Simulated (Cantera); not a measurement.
Input: 1 mol Nb2O5, 6.2 mol H2, held at 2125 K and 740 Pa.

These are equilibrium values from Cantera (NASA tables, ideal gas, pure condensed phases), not measurements of a reactor. Mutual solubility and eutectic melting of coexisting phases are not modelled. Condensed phases not in the tables: the oxides between NbO2 and Nb2O5. Equilibrium is a limit: real reactors are often held back by kinetics, nucleation or transport.

```json
[
 {"species": "H2", "before": "0.827", "after": "0.861"},
 {"species": "H2O", "before": "0.130", "after": "0.136"},
 {"species": "H", "before": "0.0384", "after": "0.00308"},
 {"species": "NbO2", "before": "0.00395", "after": "2.44e-5"},
 {"species": "NbO", "before": "1.89e-5", "after": "1.17e-7"},
 {"species": "O", "before": "2.47e-5", "after": "1.52e-7"},
 {"species": "OH", "before": "0.000751", "after": "6.02e-5"},
 {"species": "NbO2(s), mol", "before": "1.64", "after": "1.69"},
 {"species": "Nb2O5(l), mol", "before": "0.167", "after": "0.156"}
]
```
Gas species are given as mole fractions.

### Question
Which change was made?
(A) temperature from 2125 K to 1073.15 K
(B) temperature from 2125 K to 1525 K
(C) temperature from 2125 K to 1298.15 K
(D) pressure from 740 Pa to 120000 Pa

### Answer
D, pressure from 740 Pa to 120000 Pa
